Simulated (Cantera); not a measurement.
# Thermodynamics of metals in furnace atmospheres, feed Cu + O2 + CO

Charge: 1 mol Cu, 0.05 mol O2, 0.51 mol CO, equilibrated at 10.0 mbar.

Equilibrium computed with Cantera from the NASA thermochemical tables; the gas is ideal and each condensed phase is pure. Candidate condensed phases: C, Cu, CuO, Cu2O; 15 gas species. Kinetics and transport are ignored.

At 823 K the condensed part is C(graphite) + Cu(s). From 923 K to 1323 K the condensed part is Cu(s). From 1423 K to 2023 K the condensed part is Cu(l).

```
T (K)   x CO      x Cu   x CO2     x Cu2       x O  n C(graphite)  n Cu(s)  n Cu(l)
-----  -----  --------  ------  --------  --------  -------------  -------  -------
823    0.739    <1e-12   0.261    <1e-12    <1e-12         0.0264     1.00        0
923    0.804  5.48e-11   0.196    <1e-12    <1e-12              0     1.00        0
1023   0.804   3.84e-9   0.196    <1e-12    <1e-12              0     1.00        0
1123   0.804   1.25e-7   0.196  1.37e-12    <1e-12              0     1.00        0
1223   0.804   2.29e-6   0.196  8.45e-11    <1e-12              0    1.000        0
1323   0.804   2.68e-5   0.196   2.75e-9  1.56e-12              0    1.000        0
1423   0.804  0.000209   0.196   4.84e-8  4.76e-11              0        0    1.000
1523   0.803   0.00120   0.196   5.46e-7  9.25e-10              0        0    0.999
1623   0.799   0.00555   0.195   4.51e-6   1.25e-8              0        0    0.997
1723   0.787    0.0213   0.192   2.88e-5   1.24e-7              0        0    0.989
1823   0.747    0.0704   0.182  0.000149   9.58e-7              0        0    0.961
1923   0.639     0.204   0.156  0.000642   5.97e-6              0        0    0.868
2023   0.374     0.532  0.0912   0.00237   3.10e-5              0        0    0.412
```
x: gas mole fraction; n: condensed amount in mol.
